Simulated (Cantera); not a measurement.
**Adiabatic ignition**

An adiabatic, constant-volume homogeneous reactor starts with CO : H2 : CH4 : O2 : N2 : C2H6 = 1 : 1 : 0.11 : 1.79 : 12.9 : 0.027 (molar parts), at 1200 K and 101000 Pa.

Detailed kinetics in Cantera: GRI-Mech 3.0 (53 species, 325 reactions).

```csv
t (s),T (K),P (bar),x CO,x H2,x CH4,x CH2,x H2O
4.00e-6,1200,1.01,0.0594,0.0594,0.00654,<1e-12,1.47e-9
1.19e-5,1200,1.01,0.0594,0.0594,0.00654,<1e-12,2.19e-8
3.56e-5,1200,1.01,0.0594,0.0594,0.00654,<1e-12,7.47e-7
0.000106,1206,1.02,0.0594,0.0587,0.00639,1.56e-7,0.000925
0.000317,2254,1.82,0.0174,0.00390,<1e-12,<1e-12,0.0710
0.000948,2430,1.94,0.00742,0.00144,<1e-12,<1e-12,0.0770
0.00283,2435,1.95,0.00694,0.00135,<1e-12,<1e-12,0.0773
0.00844,2431,1.94,0.00690,0.00135,<1e-12,<1e-12,0.0773
0.0252,2425,1.94,0.00683,0.00134,<1e-12,<1e-12,0.0774
0.0752,2421,1.94,0.00680,0.00133,<1e-12,<1e-12,0.0775
0.224,2421,1.94,0.00680,0.00133,<1e-12,<1e-12,0.0775
0.670,2421,1.94,0.00680,0.00133,<1e-12,<1e-12,0.0775
2.00,2421,1.94,0.00680,0.00133,<1e-12,<1e-12,0.0775
```
x: mole fraction; the columns are a selection and need not sum to one.

```json
{
 "time_of_steepest_temperature_rise": "0.159 ms",
 "temperature at 2.00 s": "2421 K",
 "equilibrium_temperature": "2421 K",
 "x(CO) at 2.00 s": "0.00680 (gas-phase equilibrium 0.00680)",
 "x(H2) at 2.00 s": "0.00133 (gas-phase equilibrium 0.00133)",
 "x(CH4) at 2.00 s": "<1e-12 (gas-phase equilibrium <1e-12)"
}
```
